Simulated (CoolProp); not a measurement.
R11 along the isobar 5.06 MPa: fugacity coefficient from the reference equation and from simpler models built on Tc = 471.1 K, pc = 4.408 MPa, ω = 0.189; each cubic takes its own stable root.

The numbers come from the reference Helmholtz-energy equation of state, Jacobsen 1992 in CoolProp.

| T (K) | phase | reference | Soave-Redlich-Kwong | Peng-Robinson |
|---|---|---|---|---|
| 401.7 | liquid | 0.2648 | 0.2712 | 0.2608 |
| 411.5 | liquid | 0.3056 | 0.3130 | 0.3009 |
| 421.3 | liquid | 0.3491 | 0.3574 | 0.3436 |
| 431.2 | liquid | 0.3954 | 0.4045 | 0.3888 |
| 441 | liquid | 0.4430 | 0.4526 | 0.4352 |
| 450.8 | liquid | 0.4920 | 0.5017 | 0.4824 |
| 460.7 | liquid | 0.5420 | 0.5510 | 0.5301 |
| 470.5 | liquid | 0.5907 | 0.5982 | 0.5757 |
| 480.3 | supercritical | 0.6355 | 0.6404 | 0.6164 |
| 490.2 | supercritical | 0.6673 | 0.6711 | 0.6462 |
| 500 | supercritical | 0.6920 | 0.6954 | 0.6699 |
